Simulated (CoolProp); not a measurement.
Vapour-liquid equilibrium of C2F6 (R116) (1) + R22 (2) at 0.818 MPa; x and y are mole fractions of (1).

Computed with CoolProp (multi-fluid Helmholtz-energy mixture model, Lemmon 2006 and Kamei 1995; pair parameters Bell 2016).

| x | bubble temperature, mixture model (°C) | bubble temperature, Raoult's law (°C) | y, mixture model | y, Raoult's law |
|---|---|---|---|---|
| 0.05 | 4.4 | 12.3 | 0.296 | 0.154 |
| 0.15 | -9.8 | 5.3 | 0.574 | 0.388 |
| 0.25 | -16.4 | -0.7 | 0.677 | 0.553 |
| 0.35 | -19.6 | -5.8 | 0.726 | 0.674 |
| 0.45 | -21.6 | -10.4 | 0.757 | 0.764 |
| 0.55 | -23.1 | -14.3 | 0.784 | 0.833 |
| 0.65 | -24.4 | -17.9 | 0.812 | 0.886 |
| 0.75 | -25.7 | -21.1 | 0.848 | 0.928 |
| 0.85 | -26.8 | -24.0 | 0.895 | 0.962 |
| 0.95 | -27.6 | -26.6 | 0.959 | 0.988 |

The largest gap from Raoult's law is -15.7 K in bubble temperature, at x = 0.25. No azeotrope shows between x = 0.05 and 0.95.

Pair parameters are fitted to limited data, so mixtures are less certain than the pure fluids. With so large a gap from Raoult's law the liquid may split in two, which this calculation doesn't test in full.
